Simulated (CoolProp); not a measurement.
Vapour-liquid equilibrium of dimethyl ether (1) + methanol (2) at 19.5 kPa; x and y are mole fractions of (1).

The numbers come from the multi-fluid Helmholtz-energy mixture model, Wu 2011 and de Reuck 1993; pair parameters Bell 2016 in CoolProp.

Question: Give the bubble temperature and the first vapour's composition at x = 0.125, 0.35, 0.65. Is there an azeotrope?

Answer: x = 0.125: -34.0 °C, y = 0.984; x = 0.35: -48.3 °C, y = 0.996; x = 0.65: -52.8 °C, y = 0.997. No azeotrope shows between x = 0.05 and 0.95.

The pair parameters rest on a limited set of measurements; away from them the model extrapolates. With so large a gap from Raoult's law the liquid may split in two, which this calculation doesn't test in full.
